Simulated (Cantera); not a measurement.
An isothermal, constant-pressure homogeneous reactor starts with H2 : O2 = 0.042 : 1 (molar parts), equivalence ratio 0.021, at 1225 K and 20.0 Torr.

Detailed kinetics in Cantera: the H2/O2 subset of GRI-Mech 3.0, which has no nitrogen chemistry. Radical loss at walls, strong at low pressure, is not modelled. The temperature is held fixed by assumption; the heat of reaction is taken as removed at once.

One state of this run: x H2 = 9.77e-8; x O2 = 0.959; x H2O2 = 2.33e-9; x OH = 4.08e-5; x H = 1.05e-8; x O = 4.47e-6; x H2O = 0.0411. x: mole fraction; the columns are a selection and need not sum to one.

Which value of t (s) does it belong to?
(A) 2.67
(B) 2.00e-6
(C) 0.356
(D) 0.00632

A, 2.67
